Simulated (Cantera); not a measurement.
A freely propagating, adiabatic, planar premixed flame of CH₄ : O₂ : N₂ = 1 : 1.54 : 5.78 (molar parts), unburnt at 498 K and 1.28 atm; mixture-averaged transport, grid criteria slope 0.08 and curve 0.16, no radiation.

Model: GRI-Mech 3.0 (53 species, 325 reactions), integrated in Cantera. Burning velocities carry a grid error of a few per cent, more on coarse grids.

Question: What does this change do: inlet temperature 498 to 350 K?

Answer: 
```
quantity                     before      after
------------------------  ---------  ---------
laminar burning velocity  60.1 cm/s  28.6 cm/s
thermal thickness          0.365 mm   0.482 mm
peak x(C₂H)                 1.59e-6    9.80e-7
peak x(H)                   0.00742    0.00526
peak x(OH)                  0.00378    0.00234
```

Question: What does this change do: 0.41 parts H2 added?

Answer: 
| quantity | before | after |
|---|---|---|
| laminar burning velocity | 60.1 cm/s | 52.0 cm/s |
| thermal thickness | 0.365 mm | 0.441 mm |
| peak x(C₂H) | 1.59e-6 | 1.57e-6 |
| peak x(H) | 0.00742 | 0.00487 |
| peak x(OH) | 0.00378 | 0.00154 |
